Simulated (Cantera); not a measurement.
An isothermal, constant-pressure homogeneous reactor starts with 13.5 % C₂H₆, 86.5 % N₂, at 1498 K and 35.0 Pa.

Cantera simulation using GRI-Mech 3.0 (53 species, 325 reactions); the numbers are that mechanism's predictions, not measurements. GRI-Mech 3.0 stops at C3 and has no aromatics, soot or wall deposition, so with more carbon than oxygen in the feed, carbon stays in small species such as C2H2 where larger ones or solid carbon would form. Radical loss at walls, strong at low pressure, is not modelled.

x: mole fraction; the columns are a selection and need not sum to one.

```json
[
 {"t (s)": "4.00e-6", "x C₂H₆": "0.135", "x C₂H₂": "<1e-12", "x H": "6.46e-10", "x CH₃": "3.56e-6", "x CH₄": "1.70e-10", "x CH₂": "<1e-12"},
 {"t (s)": "1.39e-5", "x C₂H₆": "0.135", "x C₂H₂": "<1e-12", "x H": "2.21e-9", "x CH₃": "1.24e-5", "x CH₄": "2.01e-9", "x CH₂": "<1e-12"},
 {"t (s)": "4.80e-5", "x C₂H₆": "0.135", "x C₂H₂": "<1e-12", "x H": "7.42e-9", "x CH₃": "4.28e-5", "x CH₄": "2.41e-8", "x CH₂": "1.53e-12"},
 {"t (s)": "0.000167", "x C₂H₆": "0.135", "x C₂H₂": "<1e-12", "x H": "2.81e-8", "x CH₃": "0.000148", "x CH₄": "2.88e-7", "x CH₂": "7.48e-11"},
 {"t (s)": "0.000577", "x C₂H₆": "0.135", "x C₂H₂": "2.18e-12", "x H": "2.57e-7", "x CH₃": "0.000510", "x CH₄": "3.45e-6", "x CH₂": "3.30e-9"},
 {"t (s)": "0.00200", "x C₂H₆": "0.134", "x C₂H₂": "3.79e-10", "x H": "4.37e-6", "x CH₃": "0.00173", "x CH₄": "4.08e-5", "x CH₂": "1.24e-7"},
 {"t (s)": "0.00693", "x C₂H₆": "0.131", "x C₂H₂": "2.28e-7", "x H": "6.01e-5", "x CH₃": "0.00547", "x CH₄": "0.000460", "x CH₂": "2.53e-6"},
 {"t (s)": "0.0240", "x C₂H₆": "0.108", "x C₂H₂": "0.000156", "x H": "0.000294", "x CH₃": "0.0158", "x CH₄": "0.00477", "x CH₂": "1.38e-5"},
 {"t (s)": "0.0833", "x C₂H₆": "0.0247", "x C₂H₂": "0.0112", "x H": "0.000888", "x CH₃": "0.0226", "x CH₄": "0.0349", "x CH₂": "2.76e-5"},
 {"t (s)": "0.289", "x C₂H₆": "___", "x C₂H₂": "___", "x H": "___", "x CH₃": "___", "x CH₄": "0.0490", "x CH₂": "___"},
 {"t (s)": "1.00", "x C₂H₆": "___", "x C₂H₂": "___", "x H": "___", "x CH₃": "___", "x CH₄": "0.0459", "x CH₂": "___"}
]
```

Task: Fill in the missing entries.

Result: 
- 0.289, x C₂H₆: 0.000174
- 0.289, x C₂H₂: 0.0549
- 0.289, x H: 0.000497
- 0.289, x CH₃: 0.00386
- 0.289, x CH₂: 5.44e-6
- 1.00, x C₂H₆: 1.21e-5
- 1.00, x C₂H₂: 0.0752
- 1.00, x H: 0.000173
- 1.00, x CH₃: 0.00109
- 1.00, x CH₂: 7.89e-7
